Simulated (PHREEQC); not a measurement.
Dissolve 0.00355 mol/kgw KHCO3, 0.115 mol/kgw NH3 and 0.0315 mol/kgw LiCl at 54 °C. Closed to the air; pH follows from the charge balance.

Equilibrium calculation in PHREEQC: ion-association model, phreeqc.dat.

Task: The ionic strength comes out as 0.0403 mol/kgw. What activity coefficients do K+, NH4+, CO3-2, OH-, Li+ get?

Result: K+ 0.82, NH4+ 0.81, CO3-2 0.48, OH- 0.82, Li+ 0.84.

Precipitation was switched off in this run. Species that the database lacks are ignored. At this temperature some constants are extrapolated from 25 °C, and those without enthalpy data are left unchanged.
